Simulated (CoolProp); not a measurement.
Vapour-liquid equilibrium of diethyl ether (1) + acetone (2) at 143.75 °C; x and y are mole fractions of (1).

Computed with CoolProp (multi-fluid Helmholtz-energy mixture model, Thol 2014 and Lemmon 2006; pair parameters Bell 2016).

```csv
x,bubble pressure (MPa),y at the bubble point,dew pressure at overall composition x (MPa),liquid density (mol/L)
0.05,1.059,0.084,1.038,10.59
0.2,1.204,0.295,1.135,9.879
0.35,1.333,0.458,1.246,9.225
0.5,1.440,0.590,1.368,8.631
0.65,1.522,0.706,1.485,8.104
0.8,1.577,0.821,1.569,7.650
0.95,1.597,0.950,1.597,7.278
```

y crosses x between x = 0.8 and 0.95: the model has an azeotrope there.

Pair parameters are fitted to limited data, so mixtures are less certain than the pure fluids.
